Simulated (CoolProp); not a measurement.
The numbers come from the reference Helmholtz-energy equation of state, Lemmon 2006 in CoolProp. It is a short technical equation, of lower accuracy than the large ones.

Task: Give the vapour pressure (bar), enthalpy of vaporisation (kJ/kg), liquid cp (kJ/(kg K)), vapour Z of saturated acetone at 428.5 K.

Result: 
```csv
T (K),p (bar),enthalpy of vaporisation (kJ/kg),liquid cp (kJ/(kg K)),vapour Z
428.5,12.7,363,2.71,0.755
```
